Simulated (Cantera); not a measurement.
Feed: 1 mol Cr2O3, 230 mol H2, 0.26 mol H2O, held at 0.0170 bar.

These are equilibrium values from Cantera (NASA tables, ideal gas, pure condensed phases), not measurements of a reactor. Candidate condensed phases: Cr, Cr2O3, H2O; 13 gas species. Mutual solubility and eutectic melting of coexisting phases are not modelled. The numbers say what is thermodynamically allowed, not how fast it happens.

Question: What share of the Cr ends up in condensed phases as a function of T (K), at 1573, 1598, 1623, 1648, 1673, 1698, 1723, 1748, 1773, 1798, 1823, 1848?

Answer: 
| T (K) | Cr condensed (%) | as |
|---|---|---|
| 1573 | 98.4 | Cr(s) + Cr2O3(s) |
| 1598 | 97.5 | Cr(s) + Cr2O3(s) |
| 1623 | 96.1 | Cr(s) + Cr2O3(s) |
| 1648 | 94.0 | Cr(s) + Cr2O3(s) |
| 1673 | 90.8 | Cr(s) + Cr2O3(s) |
| 1698 | 86.3 | Cr(s) + Cr2O3(s) |
| 1723 | 79.7 | Cr(s) + Cr2O3(s) |
| 1748 | 70.3 | Cr(s) + Cr2O3(s) |
| 1773 | 61.6 | Cr2O3(s) |
| 1798 | 51.3 | Cr2O3(s) |
| 1823 | 39.0 | Cr2O3(s) |
| 1848 | 24.3 | Cr2O3(s) |
